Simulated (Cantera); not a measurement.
A perfectly stirred reactor is fed with 3.98 % C₂H₄, 19.3 % O₂, 72.4 % N₂, 4.38 % CO₂, at 1.00 bar; it is adiabatic with a 300 K inlet, and is followed from long to short residence time, starting on the burning branch (τ in s: 0.042, 0.023, 0.013, 0.007, 0.0039, 0.0021, 0.0012, 0.00065, 0.00036, 0.0002, 0.00011, 6e-05).

Computed with Cantera and GRI-Mech 3.0 (53 species, 325 reactions). GRI-Mech 3.0 was tuned for natural gas; its chemistry of ethylene as a main component is partial and can be far from experiment.

x: mole fraction; the columns are a selection and need not sum to one.

```csv
τ (s),T (K),x C₂H₄,x O₂,x CO₂,x CH₂O,x HCO,x NO
0.042,1745,9.50e-6,0.0734,0.122,7.66e-7,3.92e-8,?
0.023,1736,1.34e-5,0.0736,0.121,1.20e-6,7.56e-8,?
0.013,1726,1.84e-5,0.0739,0.120,1.82e-6,1.41e-7,?
0.0070,1710,2.64e-5,0.0744,0.118,2.89e-6,2.77e-7,?
0.0039,1691,3.75e-5,0.0751,0.117,4.47e-6,5.22e-7,?
0.0021,1664,5.56e-5,0.0761,0.114,7.13e-6,1.01e-6,?
0.0012,1633,8.24e-5,0.0774,0.111,1.10e-5,1.83e-6,?
0.00065,1589,0.000134,0.0794,0.106,1.84e-5,3.48e-6,?
0.00036,1535,0.000240,0.0827,0.100,3.24e-5,6.44e-6,?
0.00020,1455,0.000556,0.0888,0.0899,6.94e-5,1.20e-5,?
0.00011,300,0.0398,0.193,0.0438,<1e-12,<1e-12,<1e-12
6.0e-5,300,0.0398,0.193,0.0438,<1e-12,<1e-12,<1e-12
```

### Question
What belongs in the gaps?

### Answer

- 0.042, x NO: 1.88e-5
- 0.023, x NO: 1.61e-5
- 0.013, x NO: 1.37e-5
- 0.0070, x NO: 1.17e-5
- 0.0039, x NO: 1.03e-5
- 0.0021, x NO: 9.28e-6
- 0.0012, x NO: 8.38e-6
- 0.00065, x NO: 7.04e-6
- 0.00036, x NO: 5.08e-6
- 0.00020, x NO: 2.42e-6
